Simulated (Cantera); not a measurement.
Charge: 1 mol SiCl4, 4.8 mol HCl, 0.71 mol H2, at 975 K and 555 Torr.

Method: chemical equilibrium by Gibbs-energy minimisation in Cantera with the NASA 1993 tables (ideal gas, pure condensed phases). Candidate condensed phases: Si; 19 gas species. Equilibrium is a limit: real reactors are often held back by kinetics, nucleation or transport.

Base state: HCl 0.737, SiCl4 0.153, H2 0.109, SiHCl3 0.000130 (mole fractions); condensed: gas only.

Task: What changes in the equilibrium state with this change: temperature from 975 K to 1625 K?

Result: 
```
species    before     after
-------  --------  --------
HCl         0.737     0.761
SiCl4       0.153     0.121
H2          0.109    0.0876
SiCl3     5.71e-6    0.0199
SiCl2     6.02e-9   0.00755
Cl        2.80e-9  0.000166
H           <1e-9   2.43e-5
SiHCl3   0.000130   0.00218
```
The tables' values for SiCl3 are old estimates; treat these amounts as uncertain.

Task: What changes in the equilibrium state with this change: SiCl4 replaced by Si?

Result: 
```tsv
species	before	after
H2	0.109	0.597
SiCl4	0.153	0.218
HCl	0.737	0.182
SiHCl3	0.000130	0.00409
SiCl3	5.71e-6	7.69e-5
```
The tables' values for SiCl3 are old estimates; treat these amounts as uncertain.
